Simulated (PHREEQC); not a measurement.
Polishing slurry liquid

Dissolve 0.0032 mol/kgw K2CO3, 0.015 mol/kgw K2SO4 and 8.4e-06 mol/kgw CO2 at 6.6 °C. Closed to the air; pH follows from the charge balance.

Computed with PHREEQC (ion-association model, phreeqc.dat).

This is a speciation only: nothing precipitates in the calculation.

**Question.** What pH, density does the model give?

**Answer.** pH 11.15; density 1.002 g/cm³.

**Question.** In which forms is K present?

**Answer.** K+ 97 %, KSO4- 3.1 % of the K.

Away from 25 °C the constants follow the database's enthalpies or fits; those with neither stay at their 25 °C values.
